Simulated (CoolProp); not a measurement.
Vapour-liquid equilibrium of o-xylene (1) + n-undecane (2) at 300.2 K; x and y are mole fractions of (1).

The numbers come from the multi-fluid Helmholtz-energy mixture model, Zhou 2012 and Aleksandrov 2011; pair parameters Bell 2016 in CoolProp.

```
x     bubble pressure, mixture model (MPa)  bubble pressure, Raoult's law (MPa)  y, mixture model  y, Raoult's law
----  ------------------------------------  -----------------------------------  ----------------  ---------------
0.05                             0.0001136                            0.0001145             0.436            0.441
0.2                                    ___                            0.0002559               ___            0.789
0.35                             0.0004040                            0.0003973               ___            0.890
0.5                              0.0005475                            0.0005386             0.939            0.937
0.65                             0.0006872                            0.0006800             0.965            0.965
0.8                              0.0008248                            0.0008214             0.983            0.984
0.95                             0.0009631                            0.0009627             0.996            0.996
```

Question: What belongs in the gaps?

Answer: 
- 0.2, bubble pressure, mixture model (MPa): 0.0002578
- 0.2, y, mixture model: 0.792
- 0.35, y, mixture model: 0.892

The largest gap from Raoult's law is +1.7 % in bubble pressure, at x = 0.35. No azeotrope shows between x = 0.05 and 0.95.

The pair parameters rest on a limited set of measurements; away from them the model extrapolates. The gap from Raoult's law changes sign with composition, which may be real or a fault of the pair parameters; it wasn't checked against measurements.
